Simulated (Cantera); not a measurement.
A Cantera script and its output.

```python
import numpy as np
import cantera as ct

gas = ct.Solution("gri30.yaml")


def delay(T, t_max=10):
    gas.TPX = T, 950000, {'CH4': 1, 'O2': 2, 'N2': 7.52, 'H2O': 2.5}
    reactor = ct.IdealGasConstPressureReactor(gas, clone=False)
    net = ct.ReactorNet([reactor])
    net.rtol, net.atol = 1e-8, 1e-16
    while net.time < t_max:
        t_old, T_old = net.time, reactor.T
        net.step()
        if reactor.T > T + 400:  # ignition: a rise of 400 K
            return t_old + (T + 400 - T_old) / (reactor.T - T_old) * (net.time - t_old)
    return np.nan


taus = []
for T in [1075, 1125, 1175, 1225, 1275, 1325, 1375, 1425]:
    taus.append(delay(T))
    print(f"T0 = {T:6g} K   tau = {taus[-1]:.4e} s")
```

Result:

```
T0 =   1075 K   tau = 2.8655e-02 s
T0 =   1125 K   tau = 1.4235e-02 s
T0 =   1175 K   tau = 7.5748e-03 s
T0 =   1225 K   tau = 4.2513e-03 s
T0 =   1275 K   tau = 2.4824e-03 s
T0 =   1325 K   tau = 1.4907e-03 s
T0 =   1375 K   tau = 9.1187e-04 s
T0 =   1425 K   tau = 5.6397e-04 s
```

Computed with Cantera and GRI-Mech 3.0 (53 species, 325 reactions).
